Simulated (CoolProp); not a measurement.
Saturation properties of CHF3 (R23) (Tc = 26.1 °C, pc = 4832 kPa, ω = 0.263).

Values from CoolProp's reference Helmholtz-energy equation of state, Penoncello 2003.

```json
[
 {"T (°C)": "-92.75", "p (kPa)": "52.19", "liquid density (kg/m³)": "1486", "enthalpy of vaporisation (kJ/kg)": "247.9", "liquid cp (kJ/(kg K))": "1.221", "vapour viscosity (µPa s)": "8.88"},
 {"T (°C)": "-85.55", "p (kPa)": "82.24", "liquid density (kg/m³)": "1459", "enthalpy of vaporisation (kJ/kg)": "242.2", "liquid cp (kJ/(kg K))": "1.232", "vapour viscosity (µPa s)": "9.28"},
 {"T (°C)": "-78.35", "p (kPa)": "124.7", "liquid density (kg/m³)": "1432", "enthalpy of vaporisation (kJ/kg)": "236.3", "liquid cp (kJ/(kg K))": "1.244", "vapour viscosity (µPa s)": "9.67"},
 {"T (°C)": "-71.15", "p (kPa)": "182.7", "liquid density (kg/m³)": "1403", "enthalpy of vaporisation (kJ/kg)": "230.2", "liquid cp (kJ/(kg K))": "(withheld)", "vapour viscosity (µPa s)": "10.1"},
 {"T (°C)": "-63.95", "p (kPa)": "260.0", "liquid density (kg/m³)": "1374", "enthalpy of vaporisation (kJ/kg)": "223.7", "liquid cp (kJ/(kg K))": "1.278", "vapour viscosity (µPa s)": "(withheld)"},
 {"T (°C)": "-56.65", "p (kPa)": "361.8", "liquid density (kg/m³)": "1344", "enthalpy of vaporisation (kJ/kg)": "216.7", "liquid cp (kJ/(kg K))": "1.300", "vapour viscosity (µPa s)": "10.9"},
 {"T (°C)": "-49.45", "p (kPa)": "489.8", "liquid density (kg/m³)": "1313", "enthalpy of vaporisation (kJ/kg)": "209.4", "liquid cp (kJ/(kg K))": "1.327", "vapour viscosity (µPa s)": "11.3"},
 {"T (°C)": "-42.25", "p (kPa)": "649.4", "liquid density (kg/m³)": "1280", "enthalpy of vaporisation (kJ/kg)": "201.6", "liquid cp (kJ/(kg K))": "1.359", "vapour viscosity (µPa s)": "11.7"},
 {"T (°C)": "-35.05", "p (kPa)": "845.5", "liquid density (kg/m³)": "1246", "enthalpy of vaporisation (kJ/kg)": "193.1", "liquid cp (kJ/(kg K))": "1.399", "vapour viscosity (µPa s)": "12.1"},
 {"T (°C)": "-27.85", "p (kPa)": "1083", "liquid density (kg/m³)": "1209", "enthalpy of vaporisation (kJ/kg)": "(withheld)", "liquid cp (kJ/(kg K))": "(withheld)", "vapour viscosity (µPa s)": "12.6"},
 {"T (°C)": "-20.65", "p (kPa)": "1367", "liquid density (kg/m³)": "1170", "enthalpy of vaporisation (kJ/kg)": "173.9", "liquid cp (kJ/(kg K))": "1.510", "vapour viscosity (µPa s)": "13.1"},
 {"T (°C)": "-13.45", "p (kPa)": "1704", "liquid density (kg/m³)": "1128", "enthalpy of vaporisation (kJ/kg)": "162.7", "liquid cp (kJ/(kg K))": "1.593", "vapour viscosity (µPa s)": "13.6"},
 {"T (°C)": "-6.15", "p (kPa)": "2105", "liquid density (kg/m³)": "1080", "enthalpy of vaporisation (kJ/kg)": "149.9", "liquid cp (kJ/(kg K))": "1.710", "vapour viscosity (µPa s)": "14.3"},
 {"T (°C)": "1.05", "p (kPa)": "2566", "liquid density (kg/m³)": "1027", "enthalpy of vaporisation (kJ/kg)": "135.4", "liquid cp (kJ/(kg K))": "1.884", "vapour viscosity (µPa s)": "15.1"}
]
```

Fill in the missing entries.


- -71.15, liquid cp (kJ/(kg K)): 1.259
- -63.95, vapour viscosity (µPa s): 10.5
- -27.85, enthalpy of vaporisation (kJ/kg): 184.0
- -27.85, liquid cp (kJ/(kg K)): 1.448

It boils at -82.0 °C under 1 atm.

Viscosity comes from a separate model (Shan 2000).
